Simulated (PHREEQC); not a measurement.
# Spent oxide etchant

Dissolve 0.22 mol/kgw HF, 0.0053 mol/kgw (NH4)2SiF6 and 0.00099 mol/kgw HCl at 85 °C. Closed to the air; pH follows from the charge balance.

The numbers come from PHREEQC with the ion-association model, phreeqc.dat.

This is a speciation only: nothing precipitates in the calculation.

Problem. Predict the pH, ionic strength.

Solution. pH 2.02; ionic strength 0.0268 mol/kgw.

Problem. In which forms is F present?

Solution. HF 82 %, SiF6-2 13 %, HF2- 3.7 %, F- 2.1 % of the F.

Constants without temperature data keep their 25 °C values here. SiF6-2 is the database's only silicon fluoride.
